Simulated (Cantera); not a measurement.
## Stirred combustor or abatement burner

A perfectly stirred reactor is fed with 26.3 % CO, 1.34 % H₂, 15.2 % O₂, 57.1 % N₂, at 1.00 bar; it is adiabatic with a 450 K inlet, and is followed from long to short residence time, starting on the burning branch (τ in s: 0.048, 0.026, 0.014, 0.0072, 0.0038, 0.002, 0.0011, 0.00056, 0.0003, 0.00016, 8.4e-05).

Detailed kinetics in Cantera: GRI-Mech 3.0 (53 species, 325 reactions).

| τ (s) | T (K) | x CO | x H₂ | x O₂ | x N₂O | x HO₂ | x NO |
|---|---|---|---|---|---|---|---|
| 0.048 | 2321 | 0.0436 | 0.000394 | 0.0338 | 3.72e-7 | 9.71e-7 | 0.00360 |
| 0.026 | 2273 | 0.0500 | 0.000464 | 0.0371 | 3.97e-7 | 1.13e-6 | 0.00255 |
| 0.014 | 2207 | 0.0583 | 0.000560 | 0.0411 | 4.13e-7 | 1.50e-6 | 0.00152 |
| 0.0072 | 2123 | 0.0682 | 0.000684 | 0.0456 | 4.12e-7 | 2.25e-6 | 0.000732 |
| 0.0038 | 2031 | 0.0781 | 0.000813 | 0.0498 | 3.96e-7 | 3.40e-6 | 0.000342 |
| 0.0020 | 1930 | 0.0880 | 0.000941 | 0.0537 | 3.73e-7 | 5.02e-6 | 0.000181 |
| 0.0011 | 1827 | 0.0974 | 0.00104 | 0.0573 | 3.49e-7 | 6.98e-6 | 0.000123 |
| 0.00056 | 1697 | 0.109 | 0.00111 | 0.0622 | 3.25e-7 | 9.94e-6 | 8.76e-5 |
| 0.00030 | 1547 | 0.126 | 0.00114 | 0.0704 | 3.07e-7 | 1.46e-5 | 5.20e-5 |
| 0.00016 | 450 | 0.263 | 0.0134 | 0.152 | <1e-12 | <1e-12 | <1e-12 |
| 8.4e-5 | 450 | 0.263 | 0.0134 | 0.152 | <1e-12 | <1e-12 | <1e-12 |
x: mole fraction; the columns are a selection and need not sum to one.
